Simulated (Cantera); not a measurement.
Input (Python, Cantera):

```python
import numpy as np
import cantera as ct

gas = ct.Solution("gri30.yaml")
gas.TPX = 1725, 76000, {'NO': 1, 'N2': 0.46}
inlet = ct.Reservoir(gas, clone=True)

reactor = ct.IdealGasConstPressureReactor(gas, energy="off", clone=False)
exhaust = ct.Reservoir(gas, clone=True)
tau = [2.8, 0.68, 0.16, 0.039, 0.0093, 0.0022, 0.00053][0]
for a, b in ((inlet, reactor), (reactor, exhaust)):
    ct.MassFlowController(a, b, mdot=lambda t: reactor.mass / tau)
net = ct.ReactorNet([reactor])
show = ['NO', 'O2', 'N2O', 'O', 'N2', 'NO2']

rows = []
print(f"{'tau/s':>10s}{'T/K':>9s}" + "".join(f"{s:>11s}" for s in show))
for tau in [2.8, 0.68, 0.16, 0.039, 0.0093, 0.0022, 0.00053]:
    net.initial_time = 0.0
    net.advance(30 * tau)
    before = gas.X
    net.advance(40 * tau)
    drift = np.max(np.abs(gas.X - before) / (gas.X + 1e-9))
    rows.append([gas.T, *gas[show].X, drift])
    print(f"{tau:10.3e}{gas.T:9.1f}" + "".join(f"{x:11.3e}" for x in gas[show].X))
```

It prints:

```
     tau/s      T/K         NO         O2        N2O          O         N2        NO2
 2.800e+00   1725.0  5.335e-01  7.498e-02  1.093e-04  1.926e-05  3.906e-01  8.360e-04
 6.800e-01   1725.0  6.347e-01  2.456e-02  1.563e-04  1.212e-05  3.400e-01  6.086e-04
 1.600e-01   1725.0  6.718e-01  6.175e-03  1.730e-04  7.936e-06  3.215e-01  4.060e-04
 3.900e-02   1725.0  6.816e-01  1.374e-03  1.647e-04  6.129e-06  3.166e-01  3.069e-04
 9.300e-03   1725.0  6.841e-01  2.107e-04  1.247e-04  4.673e-06  3.154e-01  2.209e-04
 2.200e-03   1725.0  6.847e-01  1.229e-05  6.074e-05  2.494e-06  3.151e-01  9.383e-05
 5.300e-04   1725.0  6.849e-01  4.046e-07  1.944e-05  1.148e-06  3.151e-01  2.217e-05
```

Cantera simulation using GRI-Mech 3.0 (53 species, 325 reactions); the numbers are that mechanism's predictions, not measurements.
